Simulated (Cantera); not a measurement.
An isothermal, constant-pressure homogeneous reactor starts with 25.0 % NH₃, 75.0 % N₂, at 2273 K and 1.00 bar.

Detailed kinetics in Cantera: the gas-phase N/H chemistry of the illustrative SiF4/NH3 mechanism in the Surface Chemkin manual (1991). Walls and surfaces, which speed up NH3 decomposition in real reactors, are not modelled.

One state of this run: x NH₃ = 1.83e-6; x N₂H₄ = <1e-12; x H = 0.00461; x N₂ = 0.698; x N₂H₂ = 2.82e-12. x: mole fraction; the columns are a selection and need not sum to one.

Q: Which value of t (s) does it belong to?
(A) 0.00100
(B) 0.000200
(C) 16.0
(D) 0.126

A: C, 16.0
